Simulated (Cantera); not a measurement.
A closed system holds: 1 mol CH3SiH3, 1.5 mol CH4, 16 mol H2, held at 1.00 Torr.

Cantera equilibrium calculation (NASA polynomials, part measured and part estimated; ideal gas, pure solids and liquids). Candidate condensed phases: C, C6H6, C7H8, C8H18, Si, SiC; 87 gas species. The feed counts by its element totals alone. Gases not in the tables: Si2H6 and higher silanes. The numbers say what is thermodynamically allowed, not how fast it happens.

Q: What share of the Si ends up in condensed phases as a function of T (°C), at 1450, 1525, 1600, 1675, 1750, 1825, 1900, 1975, 2050, 2125?

A: 
| T (°C) | Si condensed (%) | as |
|---|---|---|
| 1450 | 100.0 | SiC(s) |
| 1525 | 99.9 | SiC(s) |
| 1600 | 99.5 | SiC(s) |
| 1675 | 98.1 | SiC(s) |
| 1750 | 93.5 | SiC(s) |
| 1825 | 79.5 | SiC(s) |
| 1900 | 38.9 | SiC(s) |
| 1975 | 0.0 | - |
| 2050 | 0.0 | - |
| 2125 | 0.0 | - |
